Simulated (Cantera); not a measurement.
A closed system holds: 1 mol Al, 4.2 mol Br2, held at 498 K and 86.0 mbar.

Method: chemical equilibrium by Gibbs-energy minimisation in Cantera with the NASA 1993 tables (ideal gas, pure condensed phases). Candidate condensed phases: Al, AlBr3, Br2; 7 gas species. Kinetics and transport are ignored.

Base state: Br2 0.840, Al2Br6 0.151, AlBr3 0.00860 (mole fractions); condensed: gas only.

Problem. What changes in the equilibrium state with this change: pressure from 86.0 mbar to 16.0 Pa?

Solution. 
```tsv
species	before	after
Br2	0.840	0.785
AlBr3	0.00860	0.140
Al2Br6	0.151	0.0751
```

Problem. What changes in the equilibrium state with this change: temperature from 498 K to 748 K?

Solution. 
```
species   before     after
-------  -------  --------
Br2        0.840     0.741
AlBr3    0.00860     0.243
Al2Br6     0.151    0.0155
Br       1.35e-7  0.000321
```
